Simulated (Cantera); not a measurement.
A Cantera script and its output.

```python
import numpy as np
import cantera as ct

gas = ct.Solution("gri30.yaml")
gas.TPX = 1098, 130, {'H2': 0.0065, 'O2': 1, 'N2': 3.5}
reactor = ct.IdealGasConstPressureReactor(gas, energy="off", clone=False)
net = ct.ReactorNet([reactor])
net.rtol, net.atol = 1e-08, 1e-18
show = ['H2', 'O2', 'H', 'H2O2', 'HO2', 'NO']
times = np.geomspace(6e-05, 30, 12)

steps = ct.SolutionArray(gas, extra=["t"])
rows = []
print(f"{'t/s':>10s}{'T/K':>9s}{'P/Pa':>11s}" + "".join(f"{s:>11s}" for s in show))
for t in times:
    while net.time < t:
        t_next = net.step()
        steps.append(gas.state, t=t_next)
    rows.append([np.interp(t, steps.t, y) for y in (steps.T, steps.P, *steps(*show).X.T)])
    print(f"{t:10.3e}{rows[-1][0]:9.1f}{rows[-1][1]:11.4g}" + "".join(f"{x:11.3e}" for x in rows[-1][2:]))
rate = np.gradient(steps.T, steps.t)
print("integrator steps:", len(steps.t))
if steps.T.max() > steps.T[0] + 200:
    print(f"time of steepest temperature rise: {steps.t[rate.argmax()]:.4e} s")
gas.TPX = 1098, 130, {'H2': 0.0065, 'O2': 1, 'N2': 3.5}
gas.equilibrate("TP")
print(f"equilibrium (TP): T = {gas.T:.1f} K  " + "  ".join(f"{s} {gas[s].X[0]:.3e}" for s in show))
```

It prints:

```
       t/s      T/K       P/Pa         H2         O2          H       H2O2        HO2         NO
 6.000e-05   1098.0        130  1.442e-03  2.219e-01  2.062e-13  2.940e-20  2.083e-13  6.611e-29
 1.978e-04   1098.0        130  1.442e-03  2.219e-01  6.658e-13  2.971e-19  6.866e-13  1.774e-27
 6.521e-04   1098.0        130  1.442e-03  2.219e-01  2.051e-12  3.203e-18  2.264e-12  6.386e-26
 2.150e-03   1098.0        130  1.442e-03  2.219e-01  5.496e-12  3.481e-17  7.464e-12  2.525e-24
 7.088e-03   1098.0        130  1.442e-03  2.219e-01  1.096e-11  3.764e-16  2.461e-11  7.975e-23
 2.337e-02   1098.0        130  1.442e-03  2.219e-01  1.986e-11  4.062e-15  8.115e-11  1.753e-21
 7.703e-02   1098.0        130  1.442e-03  2.219e-01  7.452e-11  4.315e-14  2.677e-10  3.924e-20
 2.540e-01   1098.0        130  1.442e-03  2.219e-01  3.029e-09  4.393e-13  9.063e-10  3.449e-18
 8.373e-01   1098.0        130  4.371e-04  2.210e-01  1.021e-04  2.219e-09  4.784e-08  7.591e-12
 2.760e+00   1098.0        130  4.197e-06  2.206e-01  5.666e-05  2.709e-10  2.382e-08  2.749e-10
 9.100e+00   1098.0        130  3.823e-06  2.206e-01  4.911e-05  2.702e-10  2.286e-08  1.109e-09
 3.000e+01   1098.0        130  2.885e-06  2.208e-01  3.187e-05  2.668e-10  2.010e-08  3.221e-09
integrator steps: 715
equilibrium (TP): T = 1098.0 K  H2 1.074e-10  O2 2.213e-01  H 7.156e-12  H2O2 2.165e-13  HO2 9.213e-11  NO 8.557e-05
```

Detailed kinetics in Cantera: GRI-Mech 3.0 (53 species, 325 reactions). Radical loss at walls, strong at low pressure, is not modelled.
